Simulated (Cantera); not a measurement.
Charge: 1 mol N2O, 0.1 mol H2, held at 3050 °C and 1 atm.

Method: chemical equilibrium by Gibbs-energy minimisation in Cantera with the NASA 1993 tables (ideal gas, pure condensed phases). Candidate condensed phases: H2O; 24 gas species. Kinetics and transport are ignored.

Base state: N2 0.556, O2 0.172, O 0.127, NO 0.0517, OH 0.0407, H 0.0281, H2O 0.0185, H2 0.00532 (mole fractions); condensed: gas only.

Question: What changes in the equilibrium state with this change: temperature from 3050 °C to 2625 °C?

Answer: 
```csv
species,before,after
N2,0.556,0.605
O2,0.172,0.238
H2O,0.0185,0.0426
O,0.127,0.0382
H,0.0281,0.00592
OH,0.0407,0.0283
NO,0.0517,0.0392
N,6.78e-5,5.45e-6
H2,0.00532,0.00272
NO2,2.24e-5,2.63e-5
HO2,2.69e-5,2.52e-5
```
